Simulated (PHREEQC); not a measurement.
Consider water at 10 °C with 0.32 mmol/kgw CO2 and 2.7 mmol/kgw KHF2. Closed to the air; pH follows from the charge balance.

Equilibrium calculation in PHREEQC: ion-association model, phreeqc.dat.

Each row changes one thing in this solution. Precipitation was switched off in this run.

| case | pH | ionic strength (mol/kgw) | F- (mol/kgw) | HF (mol/kgw) | HF2- (mol/kgw) |
|---|---|---|---|---|---|
| as made | 3.24 | 0.00331 | 0.00329 | 0.00206 | 2.25e-5 |
| CO2 left out | 3.24 | 0.00331 | 0.00329 | 0.00206 | 2.25e-5 |
| temperature from 10 to 35 °C | 3.38 | 0.00315 | 0.00312 | 0.00222 | 2.84e-5 |
| KHF2 replaced by NH4F at the same molality | ? | 0.00270 | 0.00268 | 1.53e-5 | 1.36e-7 |
| CO2 from 0.00032 to 0.0016 mol/kgw | 3.24 | 0.00331 | 0.00329 | 0.00207 | 2.25e-5 |
| KHF2 from 0.0027 to 0.00243 mol/kgw | 3.25 | 0.00302 | 0.00300 | 0.00182 | 1.82e-5 |
| temperature from 10 to 70 °C | 3.61 | 0.00296 | 0.00293 | 0.00241 | ? |
| temperature from 10 to 65 °C | 3.58 | 0.00298 | 0.00295 | 0.00239 | 3.10e-5 |
| temperature from 10 to 90 °C | 3.77 | 0.00288 | 0.00285 | 0.00249 | 2.94e-5 |

### Question
What belongs in the gaps?

### Answer

- KHF2 replaced by NH4F at the same molality, pH: 5.28
- temperature from 10 to 70 °C, HF2- (mol/kgw): 3.09e-5

Constants without temperature data keep their 25 °C values here.
